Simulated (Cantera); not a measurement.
**Equilibrium for oxide etching and cleaning by halides: CaO + F2**

Charge: 1 mol CaO, a varied amount of F2, held at 977 °C and 0.00133 bar.

Cantera equilibrium calculation (NASA polynomials, part measured and part estimated; ideal gas, pure solids and liquids). Candidate condensed phases: Ca, CaF2, CaO; 13 gas species. Mutual solubility and eutectic melting of coexisting phases are not modelled. Rates play no part.

```
n(F2) (mol)    x O2      x F     x F2     x FO   x CaF2      x O  n CaF2(s)  n CaO(s)
-----------  ------  -------  -------  -------  -------  -------  ---------  --------
0.83          1.000  2.05e-9   <1e-12   <1e-12  2.33e-6  1.90e-6      0.830     0.170
1.6           0.294    0.704  0.00128  2.70e-6  2.33e-6  1.03e-6      1.000         0
2.3           0.162    0.837  0.00181  2.38e-6  2.33e-6  7.62e-7      1.000         0
3.1           0.107    0.891  0.00206  2.06e-6  2.33e-6  6.19e-7      1.000         0
3.8          0.0821    0.916  0.00217  1.86e-6  2.33e-6  5.43e-7      1.000         0
4.6          0.0651    0.933  0.00225  1.68e-6  2.33e-6  4.84e-7      1.000         0
5.3          0.0551    0.943  0.00230  1.57e-6  2.33e-6  4.45e-7      1.000         0
6            0.0477    0.950  0.00234  1.47e-6  2.33e-6  4.14e-7      1.000         0
```
x: gas mole fraction; n: condensed amount in mol.

At 0.83 mol F2 the condensed part is CaF2(s) + CaO(s). From 1.6 mol F2 to 6 mol F2 the condensed part is CaF2(s). The main Ca-bearing gas is CaF2 throughout.
